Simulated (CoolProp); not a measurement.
The fluid at 414.32 K and 5.01 MPa (liquid) is heated at constant pressure to 473.1 K. The same conditions are run with several fluids, on thermodynamics alone (safety and materials aside).

Values from CoolProp's reference Helmholtz-energy equation of state of each fluid (R1224YDZ: Akasaka 2023; R114: Platzer 1990; R365MFC: Lemmon 2016). The equations of Platzer and Polt are older, rougher fits.

```tsv
fluid	heat (kJ/kg)	final density (kg/m³)
R1224YDZ	122	351
R114	98.3	379
R365MFC	112	689
```
